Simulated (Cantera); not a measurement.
What does this Cantera script print?

```python
import numpy as np
import cantera as ct

gas_names = """
    CL2 O
""".split()
cond_names = """
    Li2O(s) Li2O(L) LiCL(s) LiCL(L)
""".split()


# ... load() reads the species with a 1 bar reference pressure and builds the phases ...
species = {s.name: s for s in load("nasa_gas.yaml", gas_names) + load("nasa_condensed.yaml", cond_names)}
# Each term lists the table entries of one substance; the one whose range holds T is used.
reactions = {
    'Li2O + Cl2(g) = 2 LiCl + O(g)':
        [(-1, ['Li2O(s)', 'Li2O(L)']), (-1, ['CL2']), (2, ['LiCL(s)', 'LiCL(L)']), (1, ['O'])],
}


def pick(names, T):
    return next(species[n] for n in names if species[n].thermo.min_temp <= T <= species[n].thermo.max_temp)


results = []
for label, terms in reactions.items():
    print(label)
    print("     T/K   dH/kJ  dS/(J/K)   dG/kJ   log10 K")
    for T in [1373, 1448, 1523, 1598, 1673, 1748]:
        used = [(nu, pick(names, T)) for nu, names in terms]
        dH = sum(nu * s.thermo.h(T) for nu, s in used) / 1e6
        dS = sum(nu * s.thermo.s(T) for nu, s in used) / 1e3
        dG = dH - T * dS / 1e3
        logK = -dG * 1e6 / (ct.gas_constant * T * np.log(10))
        results.append((label, T, dH, dS, dG, logK, [s.name for _, s in used]))
        print(f"{T:8g} {dH:8.1f} {dS:8.1f} {dG:8.1f} {logK:8.2f}")
```

Output:

```
Li2O + Cl2(g) = 2 LiCl + O(g)
     T/K   dH/kJ  dS/(J/K)   dG/kJ   log10 K
    1373     94.0     98.5    -41.3     1.57
    1448     94.6     98.9    -48.7     1.76
    1523     95.0     99.2    -56.1     1.92
    1598     95.3     99.4    -63.5     2.08
    1673     95.3     99.4    -71.0     2.22
    1748     95.2     99.4    -78.5     2.34
```

Standard-state values (1 bar) from the NASA 1993 polynomials, evaluated with Cantera. Condensed species are held in their standard states even where they would react or evaporate.
